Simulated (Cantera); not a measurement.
A freely propagating, adiabatic, planar premixed flame of 11.3 % CH4, 18.9 % O2, 69.8 % N2, unburnt at 375 K and 9.40 bar; mixture-averaged transport, grid criteria slope 0.08 and curve 0.16, no radiation.

Detailed kinetics in Cantera: GRI-Mech 3.0 (53 species, 325 reactions). Burning velocities carry a grid error of a few per cent, more on coarse grids.

Predict: laminar burning velocity; thermal thickness; peak x(C2H2); peak x(CH2); peak x(C2H6).


| Property | Result |
|---|---|
| laminar burning velocity | 17.2 cm/s |
| thermal thickness | 0.115 mm |
| peak x(C2H2) | 0.000880 |
| peak x(CH2) | 2.84e-5 |
| peak x(C2H6) | 0.000903 |
